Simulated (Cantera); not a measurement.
**Ignition delay**

Mixture: CH₃OH : O₂ : N₂ = 1 : 1.76 : 11.5 (molar parts), equivalence ratio 0.85, at 2700000 Pa, adiabatic and at constant pressure. Ignition delay is the time to a rise of 400 K.

Cantera simulation using GRI-Mech 3.0 (53 species, 325 reactions); the numbers are that mechanism's predictions, not measurements. GRI-Mech 3.0 was tuned for natural gas; its chemistry of methanol as a main component is partial and can be far from experiment. The pressure lies above the range GRI-Mech 3.0 was tuned for (to about 10 atm).

```tsv
T0 (K)	delay (ms)
1125	3.54
1175	1.40
1225	0.603
1275	0.279
1325	0.139
1375	0.0736
1425	0.0414
```

```json
{
  "apparent activation energy between 1325 and 1425 K": "190 kJ/mol"
}
```
